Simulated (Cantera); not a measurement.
A perfectly stirred reactor is fed with 5.39 % H₂, 94.6 % O₂, equivalence ratio 0.029, at 1900 Pa; it is held at 1275 K, and followed from long to short residence time.

Cantera simulation using the H2/O2 subset of GRI-Mech 3.0, which has no nitrogen chemistry; the numbers are that mechanism's predictions, not measurements. Radical loss at walls, strong at low pressure, is not modelled. The temperature is held fixed by assumption; the heat of reaction is taken as removed at once.

Predict: x(H₂) at τ = 0.410 s; x(O₂) at τ = 0.410 s; x(H) at τ = 0.410 s; x(O) at τ = 0.410 s; x(H₂O₂) at τ = 0.410 s; x(H₂) at τ = 15.0 ms; x(O₂) at τ = 15.0 ms; x(H) at τ = 15.0 ms; x(O) at τ = 15.0 ms; x(H₂O₂) at τ = 15.0 ms.


```
Quantity                   Value
----------------------  --------
x(H₂) at τ = 0.410 s    0.000224
x(O₂) at τ = 0.410 s       0.939
x(H) at τ = 0.410 s     0.000357
x(O) at τ = 0.410 s      0.00453
x(H₂O₂) at τ = 0.410 s   8.47e-8
x(H₂) at τ = 15.0 ms     0.00140
x(O₂) at τ = 15.0 ms       0.918
x(H) at τ = 15.0 ms      0.00445
x(O) at τ = 15.0 ms       0.0230
x(H₂O₂) at τ = 15.0 ms   1.34e-7
```
